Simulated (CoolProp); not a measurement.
Vapour-liquid equilibrium of benzene (1) + m-xylene (2) at 0.836 MPa; x and y are mole fractions of (1).

The numbers come from the multi-fluid Helmholtz-energy mixture model, Thol 2012 and Zhou 2012; pair parameters Bell 2016 in CoolProp.

### Question
Give the bubble temperature and the first vapour's composition at x = 0.575, 0.725, 0.95. Is there an azeotrope?

### Answer
x = 0.575: 191.4 °C, y = 0.795; x = 0.725: 182.4 °C, y = 0.887; x = 0.95: 170.9 °C, y = 0.984. No azeotrope shows between x = 0.05 and 0.95.

Pair parameters are fitted to limited data, so mixtures are less certain than the pure fluids.
